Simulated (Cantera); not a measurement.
An adiabatic, constant-pressure homogeneous reactor starts with CO : H2 : O2 : N2 = 1 : 0.11 : 0.505 : 1.9 (molar parts), equivalence ratio 1.1, at 1200 K and 3.60 bar. Integrator tolerance rtol = 1e-08.

Computed with Cantera and GRI-Mech 3.0 (53 species, 325 reactions). The hydrogen kinetics of GRI-Mech 3.0 are dated; newer H2 mechanisms differ, most at raised pressure.

Problem. What does this change do: initial temperature 1200 to 1350 K?

Solution. 
| quantity | before | after |
|---|---|---|
| time of steepest temperature rise | 37.7 µs | 15.1 µs |
| temperature at 0.100 s | 2784 K | 2833 K |
| equilibrium temperature | 2784 K | 2833 K |
| x(CO) at 0.100 s | 0.101 (gas-phase equilibrium 0.101) | 0.110 (gas-phase equilibrium 0.110) |
| x(H2) at 0.100 s | 0.00191 (gas-phase equilibrium 0.00191) | 0.00209 (gas-phase equilibrium 0.00209) |
| x(O2) at 0.100 s | 0.0263 (gas-phase equilibrium 0.0263) | 0.0297 (gas-phase equilibrium 0.0297) |
| x(H2O2) at 0.100 s | 1.07e-7 (gas-phase equilibrium 1.07e-7) | 1.19e-7 (gas-phase equilibrium 1.19e-7) |
| x(NO) at 0.100 s | 0.0111 (gas-phase equilibrium 0.0111) | 0.0126 (gas-phase equilibrium 0.0126) |
| x(N2O) at 0.100 s | 1.03e-6 (gas-phase equilibrium 1.03e-6) | 1.17e-6 (gas-phase equilibrium 1.17e-6) |
| x(O) at 0.100 s | 0.00438 (gas-phase equilibrium 0.00438) | 0.00565 (gas-phase equilibrium 0.00565) |

Problem. What does this change do: H2 0.11 to 0.053 parts?

Solution. 
```tsv
quantity	before	after
time of steepest temperature rise	37.7 µs	64.1 µs
temperature at 0.100 s	2784 K	2774 K
equilibrium temperature	2784 K	2774 K
x(CO) at 0.100 s	0.101 (gas-phase equilibrium 0.101)	0.0938 (gas-phase equilibrium 0.0938)
x(H2) at 0.100 s	0.00191 (gas-phase equilibrium 0.00191)	0.000784 (gas-phase equilibrium 0.000784)
x(O2) at 0.100 s	0.0263 (gas-phase equilibrium 0.0263)	0.0310 (gas-phase equilibrium 0.0310)
x(H2O2) at 0.100 s	1.07e-7 (gas-phase equilibrium 1.07e-7)	5.31e-8 (gas-phase equilibrium 5.31e-8)
x(NO) at 0.100 s	0.0111 (gas-phase equilibrium 0.0111)	0.0120 (gas-phase equilibrium 0.0120)
x(N2O) at 0.100 s	1.03e-6 (gas-phase equilibrium 1.03e-6)	1.12e-6 (gas-phase equilibrium 1.12e-6)
x(O) at 0.100 s	0.00438 (gas-phase equilibrium 0.00438)	0.00457 (gas-phase equilibrium 0.00457)
```
